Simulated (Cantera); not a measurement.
Charge: 1 mol Al, 39 mol H₂O, 70 mol H₂, 0.81 mol N₂, equilibrated at 13.3 mbar.

These are equilibrium values from Cantera (NASA tables, ideal gas, pure condensed phases), not measurements of a reactor. Candidate condensed phases: Al, AlN, Al₂O₃, H₂O; 35 gas species. Rates play no part.

Problem. At 1425 K, list the 4 most abundant gas species with their mole fractions, and the condensed phases.

Solution. H₂ 0.651, H₂O 0.341, N₂ 0.00738, H 4.77e-5. Condensed: Al₂O₃(s).
